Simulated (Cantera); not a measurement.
Feed: 1 mol Al, 1.4 mol N₂O, 56 mol H₂, at 1200 K and 0.00940 bar.

Equilibrium computed with Cantera from the NASA thermochemical tables; the gas is ideal and each condensed phase is pure. Candidate condensed phases: Al, AlN, Al₂O₃, H₂O; 35 gas species. Mutual solubility and eutectic melting of coexisting phases are not modelled. The numbers say what is thermodynamically allowed, not how fast it happens.

Base state: H₂ 0.976, N₂ 0.0238 (mole fractions); condensed: AlN(s) + Al₂O₃(s).

### Question
What changes in the equilibrium state with this change: temperature from 1200 K to 1800 K?

### Answer
```tsv
species	before	after
H₂	0.976	0.971
N₂	0.0238	0.0243
H	2.01e-6	0.00364
Al	<1e-9	0.000769
Al₂O	<1e-9	0.000270
AlH	<1e-9	3.35e-5
AlN(s), mol	0.0667	0
Al₂O₃(s), mol	0.467	0.461
```

### Question
What changes in the equilibrium state with this change: temperature from 1200 K to 1925 K?

### Answer
```csv
species,before,after
H₂,0.976,0.965
N₂,0.0238,0.0242
H,2.01e-6,0.00969
Al,<1e-9,0.000839
Al₂O,<1e-9,0.000255
AlH,<1e-9,2.65e-5
AlOH,<1e-9,1.97e-5
H₂O,2.20e-7,8.50e-5
"AlN(s), mol",0.0667,0
"Al₂O₃(s), mol",0.467,0.460
```
The tables' values for AlOH are old estimates; treat these amounts as uncertain.
